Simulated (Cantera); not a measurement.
Input: 1 mol Si, 2.2 mol NF3, 0.51 mol N2, equilibrated at 750 Torr.

Cantera equilibrium calculation (NASA polynomials, part measured and part estimated; ideal gas, pure solids and liquids). Candidate condensed phases: Si, Si3N4; 16 gas species. Kinetics and transport are ignored.

Task: At 750 K, list the 4 most abundant gas species with their mole fractions, and the condensed phases.

Result: N2 0.389, SiF4 0.322, NF3 0.258, F2 0.0311. Condensed: gas only.
